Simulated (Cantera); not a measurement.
Mixture: 4.77 % CH₄, 17.0 % O₂, 63.9 % N₂, 14.3 % CO₂, equivalence ratio 0.56, at 5.00 bar, adiabatic and at constant volume. Ignition delay is the time to a rise of 400 K.

Model: GRI-Mech 3.0 (53 species, 325 reactions), integrated in Cantera.

**Question.** Predict: delay at 1125 K; delay at 1175 K; delay at 1225 K; delay at 1275 K; delay at 1325 K; delay at 1375 K; apparent activation energy between 1275 and 1375 K.

**Answer.** 
```json
{
 "delay at 1125 K": "24.1 ms",
 "delay at 1175 K": "12.3 ms",
 "delay at 1225 K": "6.49 ms",
 "delay at 1275 K": "3.54 ms",
 "delay at 1325 K": "1.99 ms",
 "delay at 1375 K": "1.15 ms",
 "apparent activation energy between 1275 and 1375 K": "160 kJ/mol"
}
```
